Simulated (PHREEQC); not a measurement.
A made-up water analysis in mg/L, 25 °C, pH 3.16, pe 10: Na 204; K 4.25; Ca 47.3; Mg 6.37; Cl 141; S(6) as SO4 449; Cu(2) 1.19; Si as SiO2 0.332; Fe(3) 3.19.

Valence states are taken as typed.

Model: ion-association model, wateq4f.dat, run in PHREEQC.

Problem. The ionic strength comes out as 0.0173 mol/kgw. What activity coefficients do FeSO4+, Na+, Fe+3, Cu+2, HSO4- get?

Solution. FeSO4+ 0.88, Na+ 0.88, Fe+3 0.37, Cu+2 0.61, HSO4- 0.88.

This is a speciation only: nothing precipitates in the calculation. Examples of supersaturated solids here: Jarosite-K, Hematite (slow to form). Others may be too.
